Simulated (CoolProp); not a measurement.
Nitrous oxide along the isobar 4.19 MPa: fugacity coefficient from the reference equation and from simpler models built on Tc = 309.5 K, pc = 7.245 MPa, ω = 0.161; each cubic takes its own stable root.

Computed with CoolProp (reference Helmholtz-energy equation of state, Lemmon 2006). It is a short technical equation, of lower accuracy than the large ones.

| T (K) | phase | reference |
|---|---|---|
| 230.9 | liquid | 0.1986 |
| 252.9 | liquid | 0.3758 |
| 274.8 | liquid | 0.6148 |
| 296.8 | gas | 0.7766 |
| 318.8 | gas | 0.8235 |
| 340.8 | gas | 0.8581 |
| 362.8 | gas | 0.8847 |
| 384.7 | gas | 0.9055 |
| 406.7 | gas | 0.9223 |
| 428.7 | gas | 0.9358 |
| 450.7 | gas | 0.9470 |
| 472.7 | gas | 0.9562 |
| 494.6 | gas | 0.9638 |

Q: How far does each simpler model (van der Waals, Redlich-Kwong, Soave-Redlich-Kwong, Peng-Robinson) lie from the reference over these 13 states: mean and median of the absolute difference, and the worst?

A: 
- van der Waals: mean 16.5 %, median 1.3 %, worst +115.8 % at 230.9 K and 4.19 MPa
- Redlich-Kwong: mean 3.9 %, median 0.7 %, worst +21.7 % at 230.9 K and 4.19 MPa
- Soave-Redlich-Kwong: mean 0.8 %, median 0.5 %, worst +2.1 % at 252.9 K and 4.19 MPa
- Peng-Robinson: mean 1.0 %, median 0.9 %, worst -1.7 % at 318.8 K and 4.19 MPa

At some of these states van der Waals gives the other phase, because its saturation line lies elsewhere.
